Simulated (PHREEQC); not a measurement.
Solution (20 °C): 21 mmol/kgw CuSO4, 0.31 mmol/kgw HNO3 and 9.2 mmol/kgw KCl. Closed to the air; pH follows from the charge balance.

Computed with PHREEQC (ion-association model, phreeqc.dat).

```
Item                          Result
--------------------  --------------
pH                              3.77
ionic strength        0.0640 mol/kgw
specific conductance      3520 µS/cm
density                  1.002 g/cm³
total alkalinity       -0.310 meq/kg
```

```
species  molality  activity   log γ
-------  --------  --------  ------
Cu+2       0.0138   0.00627  -0.342
SO4-2      0.0135   0.00582  -0.364
Cl-       0.00908   0.00726  -0.097
K+        0.00887   0.00708  -0.098
CuSO4     0.00709   0.00720   0.006
KSO4-    0.000325  0.000265  -0.088
NO3-     0.000310  0.000245  -0.102
```

Precipitation was switched off in this run.
